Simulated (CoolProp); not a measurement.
Vapour pressure (kPa) of carbon dioxide: the reference equation beside estimates from Tc = 304.1 K, pc = 7377 kPa, ω = 0.224.

The numbers come from the reference Helmholtz-energy equation of state, Span 1996 in CoolProp.

| T (K) | reference | Redlich-Kwong | Peng-Robinson |
|---|---|---|---|
| 235.1 | 1079 | 1414 | 1069 |
| 239.1 | 1243 | 1601 | 1232 |
| 243.1 | 1425 | 1804 | 1413 |
| 247.1 | 1627 | 2024 | 1613 |
| 251.1 | 1848 | 2261 | 1834 |
| 255.1 | 2091 | 2517 | ? |
| 259.2 | 2363 | ? | 2349 |
| 263.2 | 2652 | 3094 | ? |
| 267.2 | 2967 | 3410 | 2956 |
| 271.2 | 3309 | 3746 | 3300 |
| 275.2 | 3678 | 4103 | 3672 |
| 279.2 | 4077 | 4483 | 4076 |
| 283.2 | 4508 | 4885 | 4511 |

Q: Some entries are withheld; supply them.

A: 
- 255.1, Peng-Robinson: 2076
- 259.2, Redlich-Kwong: 2799
- 263.2, Peng-Robinson: 2639

Absolute difference from the reference over all 13 rows, mean and median: Redlich-Kwong 19.0 and 18.5 %, Peng-Robinson 0.5 and 0.6 %.
